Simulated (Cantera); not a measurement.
An adiabatic, constant-volume homogeneous reactor starts with CH₄ : H₂ : O₂ : N₂ : CO₂ = 1 : 0.59 : 6.75 : 39.8 : 2.2 (molar parts), at 1450 K and 10.0 bar. Integrator tolerance rtol = 1e-08.

Computed with Cantera and GRI-Mech 3.0 (53 species, 325 reactions).

Problem. What does this change do: O2 6.75 to 3 parts?

Solution. 
| quantity | before | after |
|---|---|---|
| time of steepest temperature rise | 57.8 µs | 0.150 ms |
| temperature at 9.00 s | 2066 K | 2122 K |
| equilibrium temperature | 2066 K | 2122 K |
| x(CH₄) at 9.00 s | <1e-12 (gas-phase equilibrium <1e-12) | <1e-12 (gas-phase equilibrium <1e-12) |
| x(H₂) at 9.00 s | 2.20e-5 (gas-phase equilibrium 2.20e-5) | 8.54e-5 (gas-phase equilibrium 8.54e-5) |
| x(O₂) at 9.00 s | 0.0859 (gas-phase equilibrium 0.0859) | 0.0139 (gas-phase equilibrium 0.0139) |
| x(NO₂) at 9.00 s | 2.19e-5 (gas-phase equilibrium 2.19e-5) | 3.95e-6 (gas-phase equilibrium 3.95e-6) |
| x(O) at 9.00 s | 8.58e-5 (gas-phase equilibrium 8.58e-5) | 5.03e-5 (gas-phase equilibrium 5.03e-5) |
| x(H₂O) at 9.00 s | 0.0513 (gas-phase equilibrium 0.0513) | 0.0555 (gas-phase equilibrium 0.0555) |
| x(C₂H₆) at 9.00 s | <1e-12 (gas-phase equilibrium <1e-12) | <1e-12 (gas-phase equilibrium <1e-12) |

Problem. What does this change do: N2 39.8 to 54 parts?

Solution. 
```json
[
 {"quantity": "time of steepest temperature rise", "before": "57.8 µs", "after": "74.1 µs"},
 {"quantity": "temperature at 9.00 s", "before": "2066 K", "after": "1946 K"},
 {"quantity": "equilibrium temperature", "before": "2066 K", "after": "1946 K"},
 {"quantity": "x(CH₄) at 9.00 s", "before": "<1e-12 (gas-phase equilibrium <1e-12)", "after": "<1e-12 (gas-phase equilibrium <1e-12)"},
 {"quantity": "x(H₂) at 9.00 s", "before": "2.20e-5 (gas-phase equilibrium 2.20e-5)", "after": "8.09e-6 (gas-phase equilibrium 8.09e-6)"},
 {"quantity": "x(O₂) at 9.00 s", "before": "0.0859 (gas-phase equilibrium 0.0859)", "after": "0.0673 (gas-phase equilibrium 0.0673)"},
 {"quantity": "x(NO₂) at 9.00 s", "before": "2.19e-5 (gas-phase equilibrium 2.19e-5)", "after": "1.51e-5 (gas-phase equilibrium 1.51e-5)"},
 {"quantity": "x(O) at 9.00 s", "before": "8.58e-5 (gas-phase equilibrium 8.58e-5)", "after": "3.13e-5 (gas-phase equilibrium 3.13e-5)"},
 {"quantity": "x(H₂O) at 9.00 s", "before": "0.0513 (gas-phase equilibrium 0.0513)", "after": "0.0401 (gas-phase equilibrium 0.0401)"},
 {"quantity": "x(C₂H₆) at 9.00 s", "before": "<1e-12 (gas-phase equilibrium <1e-12)", "after": "<1e-12 (gas-phase equilibrium <1e-12)"}
]
```

Problem. What does this change do: pressure from 10.0 bar to 1.01 bar?

Solution. 
```json
[
 {"quantity": "time of steepest temperature rise", "before": "57.8 µs", "after": "0.300 ms"},
 {"quantity": "temperature at 9.00 s", "before": "2066 K", "after": "2060 K"},
 {"quantity": "equilibrium temperature", "before": "2066 K", "after": "2060 K"},
 {"quantity": "x(CH₄) at 9.00 s", "before": "<1e-12 (gas-phase equilibrium <1e-12)", "after": "<1e-12 (gas-phase equilibrium <1e-12)"},
 {"quantity": "x(H₂) at 9.00 s", "before": "2.20e-5 (gas-phase equilibrium 2.20e-5)", "after": "6.53e-5 (gas-phase equilibrium 6.53e-5)"},
 {"quantity": "x(O₂) at 9.00 s", "before": "0.0859 (gas-phase equilibrium 0.0859)", "after": "0.0858 (gas-phase equilibrium 0.0858)"},
 {"quantity": "x(NO₂) at 9.00 s", "before": "2.19e-5 (gas-phase equilibrium 2.19e-5)", "after": "6.90e-6 (gas-phase equilibrium 6.91e-6)"},
 {"quantity": "x(O) at 9.00 s", "before": "8.58e-5 (gas-phase equilibrium 8.58e-5)", "after": "0.000257 (gas-phase equilibrium 0.000257)"},
 {"quantity": "x(H₂O) at 9.00 s", "before": "0.0513 (gas-phase equilibrium 0.0513)", "after": "0.0509 (gas-phase equilibrium 0.0509)"},
 {"quantity": "x(C₂H₆) at 9.00 s", "before": "<1e-12 (gas-phase equilibrium <1e-12)", "after": "<1e-12 (gas-phase equilibrium <1e-12)"}
]
```
